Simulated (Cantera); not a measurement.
Charge: 1 mol Si2Cl6, 0.63 mol NH3, 56 mol N2, equilibrated at 1750 K and 0.133 bar.

Equilibrium computed with Cantera from the NASA thermochemical tables; the gas is ideal and each condensed phase is pure. Candidate condensed phases: NH4Cl, Si, Si3N4; 28 gas species. The feed counts by its element totals alone. The tables' values for SiCl3 are old estimates; treat these amounts as uncertain. Equilibrium is a limit: real reactors are often held back by kinetics, nucleation or transport.

Base state: N2 0.937, SiCl2 0.0284, HCl 0.0272, SiCl3 0.00389, H2 0.00211, SiCl4 0.000947, Cl 0.000291, H 2.92e-5 (mole fractions); condensed: gas only.

Task: What changes in the equilibrium state with this change: temperature from 1750 K to 1425 K?

Result: 
```tsv
species	before	after
N2	0.937	0.949
HCl	0.0272	0.0289
SiCl4	0.000947	0.0143
SiCl2	0.0284	0.00297
H	2.92e-5	7.40e-7
Cl	0.000291	1.12e-5
SiHCl3	1.62e-5	6.06e-5
H2	0.00211	0.00157
Si3N4(s), mol	0	0.263
```
